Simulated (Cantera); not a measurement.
An isothermal, constant-pressure homogeneous reactor starts with 32.9 % N2O, 1.15 % H2, 65.9 % N2, at 1400 K and 0.730 atm.

Detailed kinetics in Cantera: GRI-Mech 3.0 (53 species, 325 reactions). GRI-Mech 3.0 was tuned for natural gas; its chemistry of N2O as a main component is partial and can be far from experiment. The temperature is held fixed by assumption; the heat of reaction is taken as removed at once.

x: mole fraction; the columns are a selection and need not sum to one.

```
t (s)       x N2O     x H2     x NO2      x NO    x H2O2    x H2O   x N2
--------  -------  -------  --------  --------  --------  -------  -----
0.000300    0.323      ___   1.59e-6  0.000349   6.79e-8  0.00564  0.665
0.000773    0.316      ___   1.09e-5  0.000732   5.46e-8   0.0101  0.671
0.00199     0.309      ___   5.25e-5   0.00149   2.56e-8   0.0113  0.675
0.00514     0.296      ___  0.000120   0.00338   1.72e-8   0.0114  0.681
0.0132      0.266      ___  0.000175   0.00780   1.46e-8   0.0112  0.696
0.0341      0.204  3.74e-7  0.000211    0.0166   1.30e-8   0.0109  0.728
0.0879      0.109  3.46e-7  0.000228    0.0292   1.06e-8   0.0105  0.776
0.227      0.0292      ___  0.000227    0.0375   5.86e-9   0.0101  0.817
0.584     0.00237      ___  0.000210    0.0388   1.13e-9  0.00995  0.832
1.51      9.26e-6  1.55e-8  0.000185    0.0388  3.32e-10  0.00995  0.833
3.88      4.57e-7  1.53e-8  0.000185    0.0387  3.29e-10  0.00995  0.833
10.0      4.57e-7  1.53e-8  0.000185    0.0387  3.29e-10  0.00995  0.834
```

Problem. Complete the blanks.

Solution. 
- 0.000300, x H2: 0.00577
- 0.000773, x H2: 0.00139
- 0.00199, x H2: 0.000121
- 0.00514, x H2: 1.27e-6
- 0.0132, x H2: 4.04e-7
- 0.227, x H2: 2.14e-7
- 0.584, x H2: 4.28e-8
